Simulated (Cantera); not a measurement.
An isothermal, constant-pressure homogeneous reactor starts with CH₄ : N₂ = 1 : 11 (molar parts), at 1998 K and 100000 Pa.

Model: GRI-Mech 3.0 (53 species, 325 reactions), integrated in Cantera. GRI-Mech 3.0 stops at C3 and has no aromatics, soot or wall deposition, so with more carbon than oxygen in the feed, carbon stays in small species such as C2H2 where larger ones or solid carbon would form.

### Question
Predict: x(CH₄) at 100 s; x(C₂H₄) at 100 s; x(H) at 100 s; x(C₂H) at 100 s; x(CH₃) at 100 s; x(C₂H₆) at 100 s; x(C₂H₂) at 100 s.

### Answer
```
Quantity                                             Result
----------------  -----------------------------------------
x(CH₄) at 100 s    0.000109 (gas-phase equilibrium 5.70e-5)
x(C₂H₄) at 100 s    2.65e-5 (gas-phase equilibrium 7.01e-6)
x(H) at 100 s     0.000548 (gas-phase equilibrium 0.000548)
x(C₂H) at 100 s     3.01e-6 (gas-phase equilibrium 7.96e-7)
x(CH₃) at 100 s     1.02e-5 (gas-phase equilibrium 5.35e-6)
x(C₂H₆) at 100 s   1.51e-9 (gas-phase equilibrium 4.11e-10)
x(C₂H₂) at 100 s     0.0340 (gas-phase equilibrium 0.00900)
```
